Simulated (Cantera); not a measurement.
A Cantera script and what it prints.

```python
import numpy as np
import cantera as ct

gas_names = [...]  # 131 gases of nasa_gas.yaml made of C, H, O
cond_names = """
    C(gr) C6H6(L) C7H8(L) C8H18(L),n-octa H2O(s) H2O(L)
""".split()


# ... load() reads the species with a 1 bar reference pressure and builds the phases ...
atoms = {
    'CH3OH': {'C': 1, 'H': 4, 'O': 1},
    'H2': {'H': 2},
}
top_T = {'C(gr)': 4500}  # K; cautious upper limits of use, not melting points


# ... equilibrate(T, P, feed) seeds the gas with the atoms and calls Mixture.equilibrate('TP', solver="vcs", rtol=1e-11, max_steps=5000) ...
results = []
feed = {'CH3OH': 1, 'H2': 0.41}  # mol
P = 71000  # Pa
for T in [3000, 3500, 4000, 4500, 5000]:
    mix = equilibrate(T, P, feed)
    results.append((T, P, feed, dict(zip(mix.species_names, mix.species_moles))))
    x = sorted(zip(gas.X, gas.species_names), reverse=True)
    print(f"T = {T:g} K  P = {P:g} Pa  gas = {mix.phase_moles(0):.4g} mol")
    print("   x: " + "  ".join(f"{s} {v:.3e}" for v, s in x if v > 1e-06))
    print("   condensed (mol): " + ("  ".join(f"{mix.phase(i).name} {mix.phase_moles(i):.4g}"
          for i in range(1, mix.n_phases) if mix.phase_moles(i) > 1e-12) or "none"))
```

It prints:

```
T = 3000 K  P = 71000 Pa  gas = 3.673 mol
   x: H2 5.845e-01  CO 2.722e-01  H 1.433e-01  H2O 4.182e-05  C2H2,acetylene 2.051e-05  OH 3.405e-06  CO2 2.631e-06  HCO 2.139e-06  CH3 1.745e-06  C 1.695e-06
   condensed (mol): none
T = 3500 K  P = 71000 Pa  gas = 4.305 mol
   x: H 4.157e-01  H2 3.519e-01  CO 2.322e-01  C 3.600e-05  H2O 2.944e-05  OH 1.601e-05  O 1.102e-05  C2H2,acetylene 5.593e-06  CH 3.996e-06  HCO 3.396e-06  CO2 2.346e-06  C2H 2.081e-06  CH2 1.827e-06
   condensed (mol): none
T = 4000 K  P = 71000 Pa  gas = 5.159 mol
   x: H 6.776e-01  CO 1.936e-01  H2 1.283e-01  C 2.262e-04  O 1.650e-04  OH 5.561e-05  H2O 1.802e-05  CH 8.964e-06  HCO 3.302e-06  CO2 3.051e-06  C2H 1.187e-06
   condensed (mol): none
T = 4500 K  P = 71000 Pa  gas = 5.621 mol
   x: H 7.843e-01  CO 1.767e-01  H2 3.653e-02  C 1.205e-03  O 1.127e-03  OH 9.593e-05  CH 1.696e-05  H2O 6.377e-06  C2 3.550e-06  CO2 3.299e-06  HCO 2.688e-06  Electron 1.004e-06
   condensed (mol): none
T = 5000 K  P = 71000 Pa  gas = 5.783 mol
   x: H 8.107e-01  CO 1.678e-01  H2 1.128e-02  C 5.021e-03  O 4.945e-03  OH 1.282e-04  CH 2.834e-05  C2 1.193e-05  Electron 6.692e-06  C+ 3.577e-06  CO2 3.407e-06  H2O 2.208e-06  HCO 2.143e-06  H+ 1.967e-06
   condensed (mol): none
```

Method: chemical equilibrium by Gibbs-energy minimisation in Cantera with the NASA 1993 tables (ideal gas, pure condensed phases).
